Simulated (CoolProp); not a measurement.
Properties of nitrous oxide at several states (Tc = 36.4 °C, pc = 7.245 MPa, ω = 0.161).

Computed with CoolProp (reference Helmholtz-energy equation of state, Lemmon 2006). It is a short technical equation, of lower accuracy than the large ones.

| T (°C) | p (MPa) | phase | density (kg/m³) | cv (kJ/(kg K)) | isothermal compressibility (1/MPa) | expansivity (1/kK) | fugacity coefficient |
|---|---|---|---|---|---|---|---|
| 154.15 | 6.04 | gas | … | 0.8324 | 0.1829 | 3.358 | 0.9079 |
| 65.75 | 0.0274 | gas | 0.4284 | 0.7278 | 36.53 | 2.960 | 0.9990 |
| -15.25 | 0.357 | gas | … | … | 2.893 | 4.279 | 0.9699 |
| 192.15 | 3.79 | gas | 45.05 | … | 0.2754 | 2.555 | … |
| 55.05 | 0.05 | gas | 0.8080 | 0.7181 | 20.04 | 3.066 | 0.9980 |
| 59.05 | 0.517 | gas | 8.406 | 0.7277 | 1.974 | 3.212 | 0.9804 |

Q: What belongs in the gaps?

A: 
- 154.15, density (kg/m³): 82.79
- -15.25, density (kg/m³): 7.562
- -15.25, cv (kJ/(kg K)): 0.6583
- 192.15, cv (kJ/(kg K)): 0.8436
- 192.15, fugacity coefficient: 0.9576
